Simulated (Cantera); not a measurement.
Cantera run:

```python
import numpy as np
import cantera as ct

gas_names = """
    Fe H H2 H2S S SH S2 S8
""".split()
cond_names = """
    Fe(a) Fe(c) Fe(d) Fe(L) FeS(a) FeS(b) FeS(c) FeS(L) FeS2(s) S(cr1) S(cr2) S(L)
""".split()


def load(file, names, dense=False):
    # The tables refer to 1 bar. Condensed volumes are neglected.
    table = {s.name: s for s in ct.Species.list_from_file(file)}
    out = []
    for n in names:
        d = dict(table[n].input_data)
        d["thermo"] = dict(d["thermo"], **{"reference-pressure": 1e5})
        if dense:
            d["equation-of-state"] = {"model": "constant-volume", "density": "1e6 g/cm^3"}
        out.append(ct.Species.from_dict(d))
    return out


gas = ct.Solution(thermo="ideal-gas", species=load("nasa_gas.yaml", gas_names))
cond = {s.name: ct.Solution(thermo="fixed-stoichiometry", species=[s], name=s.name)
        for s in load("nasa_condensed.yaml", cond_names, dense=True)}
atoms = {
    'FeS2': {'Fe': 1, 'S': 2},
    'H2': {'H': 2},
}
top_T = {'FeS2(s)': 1010}  # K; cautious upper limits of use, not melting points


def equilibrate(T, P, feed):
    n = {}
    for name, mol in feed.items():
        for a, k in atoms[name].items():
            n[a] = n.get(a, 0.0) + k * mol
    gas.TPX = T, P, n
    mass = sum(n.values()) * gas.mean_molecular_weight
    gas.equilibrate("TP")
    valid = [c for c in cond.values() if c.min_temp <= T <= top_T.get(c.name, c.max_temp)]
    mix = ct.Mixture([(gas, mass / gas.mean_molecular_weight)] + [(c, 0.0) for c in valid])
    mix.T, mix.P = T, P
    mix.equilibrate("TP", solver="vcs", rtol=1e-11, max_steps=5000)
    return mix


results = []
feed = {'FeS2': 1, 'H2': 1.4}  # mol
P = 540  # Pa
for T in [698, 848, 998, 1148, 1298, 1448, 1598, 1748, 1898, 2048, 2198]:
    mix = equilibrate(T, P, feed)
    results.append((T, P, feed, dict(zip(mix.species_names, mix.species_moles))))

top = {s: max(r[3][s] / sum(r[3][g] for g in gas_names) for r in results) for s in gas_names}
cols = sorted((s for s in top if top[s] > 1e-06), key=lambda s: -top[s])[:5]
seen = [c for c in cond_names if any(r[3].get(c, 0) > 1e-12 for r in results)]
print("log10 of partial pressures in bar; condensed amounts in mol")
print(f"{'T/K':>10s}" + "".join(f"{s[:9]:>10s}" for s in cols + seen))
for T, P, feed, n in results:
    ng = sum(n[g] for g in gas_names)
    print(f"{T:10.4g}" + "".join(f"{np.log10(max(n[s] / ng * P / 1e5, 1e-99)):10.3f}" for s in cols)
          + "".join(f"{n.get(c, 0):10.4g}" for c in seen))
```

Result:

```
log10 of partial pressures in bar; condensed amounts in mol
       T/K       H2S        H2        S2        Fe         S     Fe(L)    FeS(c)    FeS(L)
       698    -2.414    -2.812    -7.501   -27.974   -16.779         0         1         0
       848    -2.416    -2.808    -5.159   -21.630   -12.759         0         1         0
       998    -2.471    -2.735    -3.757   -17.099   -10.061         0         1         0
      1148    -2.663    -2.584    -3.209   -13.527    -8.309         0         1         0
      1298    -2.939    -2.489    -3.004   -10.689    -7.068         0         1         0
      1448    -3.233    -2.444    -2.924    -8.413    -6.124         0         1         0
      1598    -3.506    -2.426    -2.894    -6.656    -5.373         0         0    0.9999
      1748    -3.751    -2.420    -2.886    -5.210    -4.760         0         0    0.9979
      1898    -3.981    -2.434    -2.889    -3.994    -4.248         0         0    0.9633
      2048    -4.261    -2.597    -2.759    -3.210    -3.744    0.6826         0         0
      2198    -4.623    -2.726    -2.911    -2.823    -3.440         0         0         0
```

Equilibrium computed with Cantera from the NASA thermochemical tables; the gas is ideal and each condensed phase is pure. FeS: taken at fixed stoichiometry. Gases not in the tables: S3 to S7.
